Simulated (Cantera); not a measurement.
Mixture: 12.1 % CH4, 7.02 % CO, 23.1 % O2, 57.7 % N2, at 21.7 atm, adiabatic and at constant pressure. Ignition delay is the time to a rise of 400 K.

Cantera simulation using GRI-Mech 3.0 (53 species, 325 reactions); the numbers are that mechanism's predictions, not measurements. The pressure lies above the range GRI-Mech 3.0 was tuned for (to about 10 atm).

**Question.** At T0 = 1373 K, what is the delay, and which 8 reactions control it most (d ln τ / d ln k, from doubling and halving each rate constant)?

**Answer.** The delay is 0.331 ms.
| reaction | d ln τ / d ln k | faster rate |
|---|---|---|
| 2 CH3 (+M) <=> C2H6 (+M) | 0.65 | lengthens it |
| CH3 + O2 <=> CH3O + O | -0.49 | shortens it |
| CH3 + HO2 <=> CH3O + OH | -0.42 | shortens it |
| CH3 + O2 <=> CH2O + OH | -0.36 | shortens it |
| CH2O + O2 <=> HCO + HO2 | -0.32 | shortens it |
| CO + HO2 <=> CO2 + OH | 0.31 | lengthens it |
| H + O2 <=> O + OH | -0.19 | shortens it |
| CH4 + H <=> CH3 + H2 | 0.19 | lengthens it |
